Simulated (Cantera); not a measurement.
Input: 1 mol (CH3)2SiCl2, 0.021 mol C2H4, 110 mol H2, equilibrated at 2225 K and 9700 Pa.

Method: chemical equilibrium by Gibbs-energy minimisation in Cantera with the NASA 1993 tables (ideal gas, pure condensed phases). Candidate condensed phases: C, C6H6, C7H8, C8H18, Si, SiC; 109 gas species. The feed counts by its element totals alone. The tables' values for SiCl are old estimates; treat these amounts as uncertain. Gases not in the tables: Si2H6 and higher silanes. Equilibrium is a limit: real reactors are often held back by kinetics, nucleation or transport.

Base state: H2 0.959, H 0.0204, HCl 0.0169, C2H2 (acetylene) 0.00281, Si 0.000559, Cl 0.000261, SiH 7.19e-5, SiCl2 6.50e-5 (mole fractions); condensed: C(graphite) + SiC(s).

### Question
What changes in the equilibrium state with this change: temperature from 2225 K to 1750 K?

### Answer
| species | before | after |
|---|---|---|
| H2 | 0.959 | 0.982 |
| HCl | 0.0169 | 0.0175 |
| H | 0.0204 | 0.000740 |
| C2H2 (acetylene) | 0.00281 | 0.000113 |
| SiCl2 | 6.50e-5 | 1.97e-5 |
| SiC2 | 5.90e-5 | 3.18e-9 |
| Si2C | 3.57e-5 | 2.38e-9 |
| Si | 0.000559 | 2.95e-7 |
| SiH | 7.19e-5 | 1.20e-7 |
| SiCl | 3.37e-5 | 1.90e-7 |
| C(graphite), mol | 0.473 | 1.01 |
| SiC(s), mol | 0.896 | 0.998 |

### Question
What changes in the equilibrium state with this change: temperature from 2225 K to 1575 K?

### Answer
```json
[
 {"species": "H2", "before": "0.959", "after": "0.982"},
 {"species": "HCl", "before": "0.0169", "after": "0.0175"},
 {"species": "CH4", "before": "2.22e-5", "after": "0.000170"},
 {"species": "H", "before": "0.0204", "after": "0.000132"},
 {"species": "C2H2 (acetylene)", "before": "0.00281", "after": "2.07e-5"},
 {"species": "SiCl2", "before": "6.50e-5", "after": "1.02e-5"},
 {"species": "Si", "before": "0.000559", "after": "5.70e-9"},
 {"species": "SiC2", "before": "5.90e-5", "after": "<1e-9"},
 {"species": "Si2C", "before": "3.57e-5", "after": "<1e-9"},
 {"species": "SiH", "before": "7.19e-5", "after": "4.20e-9"},
 {"species": "SiCl", "before": "3.37e-5", "after": "1.25e-8"},
 {"species": "C(graphite), mol", "before": "0.473", "after": "1.02"},
 {"species": "SiC(s), mol", "before": "0.896", "after": "0.999"}
]
```

### Question
What changes in the equilibrium state with this change: (CH3)2SiCl2 replaced by SiCl4?

### Answer
| species | before | after |
|---|---|---|
| H2 | 0.959 | 0.940 |
| HCl | 0.0169 | 0.0305 |
| H | 0.0204 | 0.0202 |
| Si | 0.000559 | 0.00474 |
| Si3 | 2.43e-8 | 1.48e-5 |
| C2H2 (acetylene) | 0.00281 | 3.40e-5 |
| Si2 | 1.09e-6 | 7.83e-5 |
| SiCl2 | 6.50e-5 | 0.00183 |
| C(graphite), mol | 0.473 | 0 |
| SiC(s), mol | 0.896 | 0 |
